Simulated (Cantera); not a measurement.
A closed system holds: 1 mol Si3N4, 0.092 mol C, 0.13 mol N2, held at 2650 K.

Cantera equilibrium calculation (NASA polynomials, part measured and part estimated; ideal gas, pure solids and liquids). Candidate condensed phases: C, Si, SiC, Si3N4; 20 gas species. Mutual solubility and eutectic melting of coexisting phases are not modelled. Rates play no part.

Question: What share of the Si ends up in condensed phases as a function of P (Pa), at 1, 7.20, 52, 370, 2700, 19000, 140000, 1000000?

Answer: 
| P (Pa) | Si condensed (%) | as |
|---|---|---|
| 1 | 0.0 | - |
| 7.20 | 0.0 | - |
| 52 | 0.0 | - |
| 370 | 0.0 | - |
| 2700 | 6.2 | Si(l) |
| 19000 | 90.8 | Si(l) + SiC(s) |
| 140000 | 98.7 | Si(l) + SiC(s) |
| 1000000 | 99.8 | Si(l) + SiC(s) |
